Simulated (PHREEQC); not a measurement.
1 kg of water holding 0.037 mol/kgw Na2SO4, 0.0084 mol/kgw KCl and 0.0051 mol/kgw NaCl is evaporated at 60 °C; the solids stay in contact with the brine. No CO2 enters from the air. The run lets Arcanite, Glaserite, Halite, Mirabilite, Misenite, Sylvite, Thenardite precipitate or redissolve, and no other solid.

Model: Pitzer model, pitzer.dat, run in PHREEQC.

```
water left (kg)  ionic strength  water activity  Thenardite (mol)  Glaserite (mol)  Cl in solution (mol/kgw)  K in solution (mol/kgw)  Na in solution (mol/kgw)
---------------  --------------  --------------  ----------------  ---------------  ------------------------  -----------------------  ------------------------
1                         0.124           0.998                 0                0                    0.0135                  0.00840                    0.0791
0.6755                    0.184           0.997                 0                0                    0.0200                   0.0124                     0.117
0.4563                    0.273           0.996                 0                0                    0.0296                   0.0184                     0.173
0.2533                    0.491           0.992                 0                0                    0.0533                   0.0332                     0.312
0.1711                    0.727           0.989                 0                0                    0.0789                   0.0491                     0.462
0.1156                     1.08           0.984                 0                0                     0.117                   0.0727                     0.684
0.06418                    1.94           0.972                 0                0                     0.210                    0.131                      1.23
0.04335                    2.87           0.959                 0                0                     0.311                    0.194                      1.82
0.0293                     4.25           0.940                 0                0                     0.461                    0.287                      2.70
0.01979                    6.29           0.911                 0                0                     0.682                    0.425                      4.00
0.01337                    9.31           0.866                 0                0                      1.01                    0.628                      5.92
0.007427                   9.37           0.844            0.0183                0                      1.82                     1.13                      5.72
0.005012                   8.88           0.825            0.0254         0.000642                      2.69                     1.29                      5.53
```

Thenardite from water left = 0.01099 kg; Glaserite from water left = 0.006093 kg.

At this temperature some constants are extrapolated from 25 °C, and those without enthalpy data are left unchanged.
